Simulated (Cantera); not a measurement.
# Adiabatic ignition

An adiabatic, constant-volume homogeneous reactor starts with CH₄ : O₂ : N₂ = 1 : 6.25 : 23.5 (molar parts), equivalence ratio 0.32, at 1575 K and 100000 Pa.

Model: GRI-Mech 3.0 (53 species, 325 reactions), integrated in Cantera.

```csv
t (s),T (K),P (bar),x CH₄,x O₂,x H₂O,x CH₃,x C₂H
1.00e-6,1575,1.000,0.0325,0.203,5.78e-9,1.19e-7,<1e-12
2.32e-6,1575,1.000,0.0325,0.203,4.01e-8,3.23e-7,<1e-12
5.37e-6,1575,1.000,0.0325,0.203,1.84e-7,8.83e-7,<1e-12
1.25e-5,1575,1.000,0.0325,0.203,6.52e-7,2.31e-6,<1e-12
2.89e-5,1575,1.000,0.0325,0.203,2.39e-6,6.19e-6,<1e-12
6.69e-5,1575,1.000,0.0325,0.203,1.11e-5,1.89e-5,<1e-12
0.000155,1575,1.00,0.0324,0.203,7.95e-5,7.93e-5,<1e-12
0.000360,1588,1.01,0.0299,0.201,0.00206,0.000652,7.51e-12
0.000834,2374,1.51,<1e-12,0.135,0.0606,<1e-12,<1e-12
0.00193,2385,1.52,<1e-12,0.136,0.0611,<1e-12,<1e-12
0.00448,2383,1.52,<1e-12,0.135,0.0611,<1e-12,<1e-12
0.0104,2379,1.52,<1e-12,0.134,0.0612,<1e-12,<1e-12
0.0241,2370,1.51,<1e-12,0.132,0.0613,<1e-12,<1e-12
0.0558,2361,1.50,<1e-12,0.130,0.0614,<1e-12,<1e-12
0.129,2356,1.50,<1e-12,0.129,0.0615,<1e-12,<1e-12
0.300,2356,1.50,<1e-12,0.129,0.0615,<1e-12,<1e-12
```
x: mole fraction; the columns are a selection and need not sum to one.

| Item | Value |
|---|---|
| time of steepest temperature rise | 0.450 ms |
| temperature at 0.300 s | 2356 K |
| equilibrium temperature | 2356 K |
| x(CH₄) at 0.300 s | <1e-12 (gas-phase equilibrium <1e-12) |
| x(O₂) at 0.300 s | 0.129 (gas-phase equilibrium 0.129) |
| x(H₂O) at 0.300 s | 0.0615 (gas-phase equilibrium 0.0615) |
